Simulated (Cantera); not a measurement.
A diamond (100) surface in a fixed gas of H2 with x(CH4) = 0.0023, x(H) = 0.00084, at 973 K, 10000 Pa; coverages are run to steady state.

Computed with Cantera and the Harris–Goodwin 1993 mechanism for the reconstructed diamond (100) surface.

One state of this run: growth (µm/h) = 2.40; θ c6HH = 0.594; θ c6H* = 0.0151; θ c6*H = 0.334; θ c6** = 0.00697; θ c6HM = 0.0374. θ: site fractions in the mechanism's names (c6HH fully hydrogenated, c6H* and c6*H radical sites, c6** diradical, c6HM methylated).

Which value of x(CH3) does it belong to?
A) 2.6e-05
B) 5.1e-06
C) 0.00068
D) 5.9e-05

D, 5.9e-05
